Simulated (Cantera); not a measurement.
A closed system holds: 1 mol TiO2, 1500 mol H2, equilibrated at 1598.15 K and 24.0 Torr.

These are equilibrium values from Cantera (NASA tables, ideal gas, pure condensed phases), not measurements of a reactor. Candidate condensed phases: H2O, Ti, TiO, TiO2, Ti2O3, Ti3O5, Ti4O7; 12 gas species. Equilibrium is a limit: real reactors are often held back by kinetics, nucleation or transport.

Base state: H2 0.999, H2O 0.000333, H 0.000298 (mole fractions); condensed: Ti2O3(s).

Q: What changes in the equilibrium state with this change: temperature from 1598.15 K to 1873 K?

A: 
```csv
species,before,after
H2,0.999,0.996
H,0.000298,0.00360
H2O,0.000333,0.000333
"Ti2O3(s), mol",0.500,0.499
```
